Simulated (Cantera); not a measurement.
Diamond growth

A diamond (100) surface in a fixed gas of H2 with x(CH4) = 0.0035, x(H) = 0.0094, x(CH3) = 0.00093, 113 Torr; coverages are run to steady state.

Computed with Cantera and the Harris–Goodwin 1993 mechanism for the reconstructed diamond (100) surface.

```tsv
T (K)	growth (µm/h)	θ c6HH	θ c6H*	θ c6*H	θ c6**	θ c6HM
950	52.9	0.593	0.0132	0.308	0.00605	0.0610
1000	68.0	0.557	0.0173	0.349	0.00890	0.0496
1050	83.8	0.522	0.0218	0.386	0.0125	0.0403
1100	98.0	0.488	0.0268	0.419	0.0170	0.0322
1150	106	0.457	0.0320	0.449	0.0224	0.0244
1200	102	0.428	0.0376	0.477	0.0287	0.0167
1250	85.7	0.402	0.0432	0.500	0.0358	0.00983
1300	66.2	0.378	0.0489	0.519	0.0436	0.00500
1350	52.5	0.354	0.0544	0.533	0.0519	0.00231
1400	46.1	0.333	0.0596	0.543	0.0605	0.00102
```
θ: site fractions in the mechanism's names (c6HH fully hydrogenated, c6H* and c6*H radical sites, c6** diradical, c6HM methylated).
